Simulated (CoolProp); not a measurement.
Properties of R1336mzz(E) along the isotherm 410 K (Tc = 403.5 K, pc = 2779 kPa, ω = 0.413).

Values from CoolProp's reference Helmholtz-energy equation of state, Akasaka 2023.

```tsv
p (kPa)	phase	density (kg/m³)	cp (kJ/(kg K))	Joule-Thomson coefficient (K/MPa)	isothermal compressibility (1/MPa)
356	gas	17.93	0.9285	10.71	2.944
713	gas	37.79	0.9542	11.30	1.553
1070	gas	60.04	…	12.00	1.105
1430	gas	85.73	1.036	12.85	0.8976
1780	gas	115.1	1.105	…	0.7995
2140	gas	152.4	1.224	15.27	0.7714
2490	gas	201.2	1.466	17.11	0.8357
2850	supercritical	285.6	2.366	19.49	1.225
3210	supercritical	583.1	6.379	…	…
3560	supercritical	738.9	2.483	5.659	0.2849
3920	supercritical	793.7	1.947	3.733	0.1445
4280	supercritical	828.1	1.744	2.817	0.09728
4630	supercritical	853.0	1.636	2.279	0.07412
4990	supercritical	873.6	1.565	1.902	0.05968
5340	supercritical	890.5	1.516	1.633	0.05026
5700	supercritical	905.6	1.477	1.421	0.04328
```

Question: Some entries are withheld; supply them.

Answer: 
- 1070, cp (kJ/(kg K)): 0.9882
- 1780, Joule-Thomson coefficient (K/MPa): 13.89
- 3210, Joule-Thomson coefficient (K/MPa): 12.39
- 3210, isothermal compressibility (1/MPa): 1.724

The peak of cp marks the crossing from liquid-like to gas-like fluid above the critical point.
